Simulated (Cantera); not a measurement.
Cantera run:

```python
import numpy as np
import cantera as ct

gas_names = """
    N NO NO2 NO3 N2 N2O O O2 O3 S SN SO SO2 SO3 S2 S2O S8
""".split()
cond_names = """
    S(cr1) S(cr2) S(L)
""".split()


# ... load() reads the species with a 1 bar reference pressure and builds the phases ...
atoms = {
    'S': {'S': 1},
    'O2': {'O': 2},
    'N2': {'N': 2},
}
top_T = {}  # K; cautious upper limits of use, not melting points


# ... equilibrate(T, P, feed) seeds the gas with the atoms and calls Mixture.equilibrate('TP', solver="vcs", rtol=1e-11, max_steps=5000) ...
results = []
feed = {'S': 1, 'O2': 0.041, 'N2': 2.8}  # mol
T = 1123  # K
P = 1000  # Pa
mix = equilibrate(T, P, feed)
results.append((T, P, feed, dict(zip(mix.species_names, mix.species_moles))))
x = sorted(zip(gas.X, gas.species_names), reverse=True)
print(f"T = {T:g} K  P = {P:g} Pa  gas = {mix.phase_moles(0):.4g} mol")
print("   x: " + "  ".join(f"{s} {v:.3e}" for v, s in x if v > 0.0001))
print("   condensed (mol): " + ("  ".join(f"{mix.phase(i).name} {mix.phase_moles(i):.4g}"
      for i in range(1, mix.n_phases) if mix.phase_moles(i) > 1e-12) or "none"))
```

Result:

```
T = 1123 K  P = 1000 Pa  gas = 3.32 mol
   x: N2 8.433e-01  S2 1.441e-01  SO2 1.209e-02  S2O 4.504e-04
   condensed (mol): none
```

Cantera equilibrium calculation (NASA polynomials, part measured and part estimated; ideal gas, pure solids and liquids). Gases not in the tables: S3 to S7.
